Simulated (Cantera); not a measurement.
Feed: 1 mol AlN, 0.45 mol HI, 0.041 mol N2, held at 0.870 bar.

Equilibrium computed with Cantera from the NASA thermochemical tables; the gas is ideal and each condensed phase is pure. Candidate condensed phases: Al, AlI3, AlN, I2; 19 gas species. Kinetics and transport are ignored.

Problem. At 577 °C, list the 6 most abundant gas species with their mole fractions, and the condensed phases.

Solution. HI 0.459, H2 0.229, N2 0.152, AlI3 0.134, I2 0.0239, I 0.00180. Condensed: AlN(s).
